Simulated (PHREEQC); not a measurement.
Make-up at 20 °C: 0.021 mol CaCl2, 2.5e-05 mol CO2 and 0.017 mol MgSO4 per kg of water. Closed to the air; pH follows from the charge balance.

Computed with PHREEQC (ion-association model, wateq4f.dat).

| Item | Result |
|---|---|
| pH | 5.55 |
| ionic strength | 0.0993 mol/kgw |

| species | molality | activity | log γ |
|---|---|---|---|
| Cl- | 0.0420 | 0.0322 | -0.116 |
| Ca+2 | 0.0168 | 0.00663 | -0.404 |
| Mg+2 | 0.0133 | 0.00545 | -0.387 |
| SO4-2 | 0.00906 | 0.00341 | -0.424 |
| CaSO4 | 0.00420 | 0.00430 | 0.010 |
| MgSO4 | 0.00373 | 0.00382 | 0.010 |

No solid was allowed to form. Species that the database lacks are ignored.
